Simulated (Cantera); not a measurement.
Cantera run:

```python
import numpy as np
import cantera as ct

gas_names = """
    B BH BH2 BH3 BN BO BO2 B2 B2O B2O2 B2O3 B3O3H3 H HBO HBO2 HNO HNO2 HNO3 HO2 H2 H2O H2O2 H3B3O6 N NH
    NH2 NH3 NH2OH NO NO2 NO3 N2 N2H2 N2H4 N2O O OH O2 O3
""".split()
cond_names = """
    B(b) B(L) BN(s) B2O3(L) B3O3H3(cr) H2O(s) H2O(L)
""".split()


# ... load() reads the species with a 1 bar reference pressure and builds the phases ...
atoms = {
    'B2H6': {'B': 2, 'H': 6},
    'NH3': {'N': 1, 'H': 3},
    'N2': {'N': 2},
    'H2O': {'H': 2, 'O': 1},
}
top_T = {'BN(s)': 3200}  # K; cautious upper limits of use, not melting points


# ... equilibrate(T, P, feed) seeds the gas with the atoms and calls Mixture.equilibrate('TP', solver="vcs", rtol=1e-11, max_steps=5000) ...
results = []
T = 2373  # K
P = 140  # Pa
for m in [0.81, 1.1, 1.5, 2.1, 2.8, 3.8, 5.2, 7.2, 9.8, 13, 18]:
    feed = {'B2H6': 1, 'NH3': 1, 'N2': m, 'H2O': 2.4}  # mol
    mix = equilibrate(T, P, feed)
    results.append((T, P, feed, dict(zip(mix.species_names, mix.species_moles))))
    x = sorted(zip(gas.X, gas.species_names), reverse=True)
    print(f"T = {T:g} K  P = {P:g} Pa  n(N2) = {m:g} mol  gas = {mix.phase_moles(0):.4g} mol")
    print("   x: " + "  ".join(f"{s} {v:.3e}" for v, s in x if v > 0.0001))
    print("   condensed (mol): " + ("  ".join(f"{mix.phase(i).name} {mix.phase_moles(i):.4g}"
          for i in range(1, mix.n_phases) if mix.phase_moles(i) > 1e-12) or "none"))
```

Output:

```
T = 2373 K  P = 140 Pa  n(N2) = 0.81 mol  gas = 11.32 mol
   x: H2 4.573e-01  H 2.524e-01  BO 1.177e-01  N2 1.157e-01  HBO 2.009e-02  HBO2 1.763e-02  B2O3 8.078e-03  H2O 6.631e-03  BO2 2.078e-03  B2O2 1.505e-03  OH 6.500e-04  O 2.415e-04
   condensed (mol): none
T = 2373 K  P = 140 Pa  n(N2) = 1.1 mol  gas = 11.63 mol
   x: H2 4.437e-01  H 2.486e-01  N2 1.375e-01  BO 1.149e-01  HBO 1.933e-02  HBO2 1.713e-02  B2O3 7.787e-03  H2O 6.499e-03  BO2 2.050e-03  B2O2 1.436e-03  OH 6.468e-04  O 2.439e-04
   condensed (mol): none
T = 2373 K  P = 140 Pa  n(N2) = 1.5 mol  gas = 12.06 mol
   x: H2 4.262e-01  H 2.437e-01  N2 1.658e-01  BO 1.114e-01  HBO 1.837e-02  HBO2 1.650e-02  B2O3 7.415e-03  H2O 6.326e-03  BO2 2.014e-03  B2O2 1.349e-03  OH 6.424e-04  O 2.472e-04
   condensed (mol): none
T = 2373 K  P = 140 Pa  n(N2) = 2.1 mol  gas = 12.7 mol
   x: H2 4.022e-01  H 2.367e-01  N2 2.047e-01  BO 1.065e-01  HBO 1.706e-02  HBO2 1.562e-02  B2O3 6.912e-03  H2O 6.086e-03  BO2 1.963e-03  B2O2 1.234e-03  OH 6.361e-04  O 2.520e-04
   condensed (mol): none
T = 2373 K  P = 140 Pa  n(N2) = 2.8 mol  gas = 13.44 mol
   x: H2 3.773e-01  N2 2.455e-01  H 2.293e-01  BO 1.014e-01  HBO 1.573e-02  HBO2 1.471e-02  B2O3 6.394e-03  H2O 5.830e-03  BO2 1.908e-03  B2O2 1.118e-03  OH 6.292e-04  O 2.573e-04
   condensed (mol): none
T = 2373 K  P = 140 Pa  n(N2) = 3.8 mol  gas = 14.5 mol
   x: H2 3.463e-01  N2 2.965e-01  H 2.197e-01  BO 9.492e-02  HBO 1.410e-02  HBO2 1.356e-02  B2O3 5.761e-03  H2O 5.503e-03  BO2 1.837e-03  B2O2 9.793e-04  OH 6.199e-04  O 2.646e-04
   condensed (mol): none
T = 2373 K  P = 140 Pa  n(N2) = 5.2 mol  gas = 15.98 mol
   x: N2 3.566e-01  H2 3.102e-01  H 2.079e-01  BO 8.719e-02  HBO 1.226e-02  HBO2 1.222e-02  H2O 5.107e-03  B2O3 5.037e-03  BO2 1.748e-03  B2O2 8.264e-04  OH 6.079e-04  O 2.742e-04
   condensed (mol): none
T = 2373 K  P = 140 Pa  n(N2) = 7.2 mol  gas = 18.08 mol
   x: N2 4.258e-01  H2 2.693e-01  H 1.937e-01  BO 7.822e-02  HBO2 1.068e-02  HBO 1.025e-02  H2O 4.637e-03  B2O3 4.239e-03  BO2 1.640e-03  B2O2 6.650e-04  OH 5.924e-04  O 2.867e-04
   condensed (mol): none
T = 2373 K  P = 140 Pa  n(N2) = 9.8 mol  gas = 20.81 mol
   x: N2 4.950e-01  H2 2.291e-01  H 1.787e-01  BO 6.910e-02  HBO2 9.148e-03  HBO 8.352e-03  H2O 4.148e-03  B2O3 3.479e-03  BO2 1.524e-03  OH 5.744e-04  B2O2 5.191e-04  O 3.015e-04
   condensed (mol): none
T = 2373 K  P = 140 Pa  n(N2) = 13 mol  gas = 24.14 mol
   x: N2 5.592e-01  H2 1.927e-01  H 1.639e-01  BO 6.056e-02  HBO2 7.745e-03  HBO 6.713e-03  H2O 3.675e-03  B2O3 2.814e-03  BO2 1.406e-03  OH 5.549e-04  B2O2 3.986e-04  O 3.175e-04
   condensed (mol): none
T = 2373 K  P = 140 Pa  n(N2) = 18 mol  gas = 29.33 mol
   x: N2 6.308e-01  H2 1.532e-01  H 1.461e-01  BO 5.090e-02  HBO2 6.200e-03  HBO 5.031e-03  H2O 3.121e-03  B2O3 2.123e-03  BO2 1.263e-03  OH 5.286e-04  O 3.392e-04  B2O2 2.816e-04
   condensed (mol): none
```

Method: chemical equilibrium by Gibbs-energy minimisation in Cantera with the NASA 1993 tables (ideal gas, pure condensed phases). The feed counts by its element totals alone.
